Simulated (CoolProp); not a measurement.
Saturated liquid density (kg/m³) of ethane: the reference equation beside estimates from Tc = 305.3 K, pc = 4872 kPa, ω = 0.099.

Values from CoolProp's reference Helmholtz-energy equation of state, Bücker 2006.

```tsv
T (K)	reference	van der Waals	Redlich-Kwong
180.5	548.9	357.9	527.3
184.4	544.0	354.8	?
188.3	539.1	351.6	516.6
192.3	534.0	?	510.8
196.2	529.0	345.1	505.1
200.1	523.8	341.7	499.3
204.1	?	338.2	?
208	513.2	334.7	486.9
211.9	507.8	331.1	480.6
215.8	502.3	?	474.1
219.8	496.6	323.6	467.2
223.7	490.8	319.7	?
227.6	485.0	315.7	453.2
231.6	478.8	?	445.7
```

Problem. Some entries are withheld; supply them.

Solution. 
- 184.4, Redlich-Kwong: 522.0
- 192.3, van der Waals: 348.3
- 204.1, reference: 518.5
- 204.1, Redlich-Kwong: 493.1
- 215.8, van der Waals: 327.4
- 223.7, Redlich-Kwong: 460.3
- 231.6, van der Waals: 311.6

Absolute difference from the reference over all 14 rows, mean and median: van der Waals 34.8 and 34.8 %, Redlich-Kwong 5.2 and 5.0 %.
